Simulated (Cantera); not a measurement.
Input: 1 mol H₂O, 0.43 mol H₂, 0.1 mol SO₂, equilibrated at 1500 °C and 1.80 mbar.

Equilibrium computed with Cantera from the NASA thermochemical tables; the gas is ideal and each condensed phase is pure. Candidate condensed phases: H₂O, H₂SO₄, S; 19 gas species. Rates play no part.

### Question
What is the equilibrium state?

### Answer
| Property | Value |
|---|---|
| x(H₂O) | 0.667 |
| x(H₂) | 0.265 |
| x(SO₂) | 0.0545 |
| x(SO) | 0.00755 |
| x(H) | 0.00345 |
| x(S₂) | 0.000909 |
| x(SH) | 0.000628 |
| x(OH) | 0.000540 |
| x(S) | 0.000423 |
| gas amount | 1.531 mol |
| log10 activity of S(l) (absent) | -4.34 |
